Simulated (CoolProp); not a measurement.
Vapour-liquid equilibrium of R143a (1) + n-butane (2) at -46.15 °C; x and y are mole fractions of (1).

Computed with CoolProp (multi-fluid Helmholtz-energy mixture model, Lemmon and Jacobsen 2000 and Bücker 2006; pair parameters Bell 2016).

```csv
x,bubble pressure (kPa),y at the bubble point,dew pressure at overall composition x (kPa),liquid density (mol/L)
0.05,38.98,0.703,12.51,11.24
0.125,64.04,0.827,13.57,11.37
0.2,77.53,0.862,14.83,(withheld)
0.275,84.57,0.877,16.34,(withheld)
0.35,88.19,0.884,18.20,11.83
0.425,90.14,0.888,20.53,12.00
0.5,91.46,0.891,23.54,(withheld)
0.575,92.73,0.895,27.57,12.37
0.65,94.28,0.900,33.26,12.58
0.725,(withheld),(withheld),41.86,12.81
0.8,98.73,0.921,56.28,(withheld)
0.875,(withheld),0.940,83.78,13.33
0.95,104.7,0.971,102.7,13.63
```

Task: Fill in the missing entries.

Result: 
- 0.2, liquid density (mol/L): 11.52
- 0.275, liquid density (mol/L): 11.67
- 0.5, liquid density (mol/L): 12.18
- 0.725, bubble pressure (kPa): 96.26
- 0.725, y at the bubble point: 0.908
- 0.8, liquid density (mol/L): 13.06
- 0.875, bubble pressure (kPa): 101.6

No azeotrope shows between x = 0.05 and 0.95.

Pair parameters are fitted to limited data, so mixtures are less certain than the pure fluids. With so large a gap from Raoult's law the liquid may split in two, which this calculation doesn't test in full.
